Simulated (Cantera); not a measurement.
Cantera run, input and output.

```python
import numpy as np
import cantera as ct

gas = ct.Solution("gri30.yaml")


def delay(T, t_max=10):
    gas.TPX = T, 2900000, {'CO': 1, 'H2': 0.14, 'O2': 0.877, 'N2': 2.89}
    reactor = ct.IdealGasReactor(gas, clone=False)
    net = ct.ReactorNet([reactor])
    net.rtol, net.atol = 1e-8, 1e-16
    while net.time < t_max:
        t_old, T_old = net.time, reactor.T
        net.step()
        if reactor.T > T + 400:  # ignition: a rise of 400 K
            return t_old + (T + 400 - T_old) / (reactor.T - T_old) * (net.time - t_old)
    return np.nan


taus = []
for T in [1150, 1250, 1350, 1450, 1550, 1650, 1750, 1850]:
    taus.append(delay(T))
    print(f"T0 = {T:6g} K   tau = {taus[-1]:.4e} s")
```

It prints:

```
T0 =   1150 K   tau = 1.5617e-04 s
T0 =   1250 K   tau = 3.0486e-05 s
T0 =   1350 K   tau = 7.4990e-06 s
T0 =   1450 K   tau = 2.7678e-06 s
T0 =   1550 K   tau = 1.5236e-06 s
T0 =   1650 K   tau = 1.0511e-06 s
T0 =   1750 K   tau = 8.2282e-07 s
T0 =   1850 K   tau = 6.9590e-07 s
```

Computed with Cantera and GRI-Mech 3.0 (53 species, 325 reactions). The hydrogen kinetics of GRI-Mech 3.0 are dated; newer H2 mechanisms differ, most at raised pressure. The pressure lies above the range GRI-Mech 3.0 was tuned for (to about 10 atm). Where the delays flatten at high temperature, the 400 K rule measures the pace of heat release, not the induction time.
